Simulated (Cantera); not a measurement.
Input: 1 mol Pb, 0.49 mol H2O, 7.6 mol CO, at 1475 K and 180 Torr.

Equilibrium computed with Cantera from the NASA thermochemical tables; the gas is ideal and each condensed phase is pure. Candidate condensed phases: C, C6H6, C7H8, C8H18, H2O, Pb, PbO, PbO2, Pb3O4; 113 gas species. Equilibrium is a limit: real reactors are often held back by kinetics, nucleation or transport.

Base state: CO 0.816, Pb 0.0800, H2 0.0485, CO2 0.0485, H2O 0.00717, Pb2 2.85e-5 (mole fractions); condensed: Pb(l).

Task: What changes in the equilibrium state with this change: temperature from 1475 K to 1250 K?

Result: 
| species | before | after |
|---|---|---|
| CO | 0.816 | 0.879 |
| CO2 | 0.0485 | 0.0549 |
| H2 | 0.0485 | 0.0549 |
| Pb | 0.0800 | 0.00557 |
| Pb2 | 2.85e-5 | 3.39e-7 |
| H2O | 0.00717 | 0.00536 |
| Pb(l), mol | 0.296 | 0.955 |

Task: What changes in the equilibrium state with this change: temperature from 1475 K to 725 K?

Result: 
```
species            before    after
----------------  -------  -------
CO2                0.0485    0.843
H2O               0.00717   0.0742
CO                  0.816   0.0493
Pb                 0.0800  1.41e-8
H2                 0.0485   0.0327
CH4               4.49e-9  0.00131
Pb2               2.85e-5    <1e-9
Pb(l), mol          0.296     1.00
C(graphite), mol        0     3.60
```
